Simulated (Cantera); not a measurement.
A closed system holds: 1 mol MgO, 0.9 mol CO, held at 1730 Torr.

Method: chemical equilibrium by Gibbs-energy minimisation in Cantera with the NASA 1993 tables (ideal gas, pure condensed phases). Candidate condensed phases: C, Mg, MgCO3, MgO; 15 gas species. Equilibrium is a limit: real reactors are often held back by kinetics, nucleation or transport.

**Question.** Which condensed phases are stable at each of these points (T (°C)): 1175, 1225, 1275, 1325, 1375, 1425, 1475, 1525, 1575, 1625?

**Answer.** 
| T (°C) | condensed phases | Mg condensed (%) |
|---|---|---|
| 1175 | C(graphite) + MgO(s) | 100.0 |
| 1225 | C(graphite) + MgO(s) | 100.0 |
| 1275 | C(graphite) + MgO(s) | 100.0 |
| 1325 | C(graphite) + MgO(s) | 100.0 |
| 1375 | C(graphite) + MgO(s) | 100.0 |
| 1425 | C(graphite) + MgO(s) | 100.0 |
| 1475 | C(graphite) + MgO(s) | 100.0 |
| 1525 | MgO(s) | 100.0 |
| 1575 | MgO(s) | 100.0 |
| 1625 | MgO(s) | 99.9 |

From 1175 °C to 1475 °C the condensed part is C(graphite) + MgO(s). From 1525 °C to 1625 °C the condensed part is MgO(s).
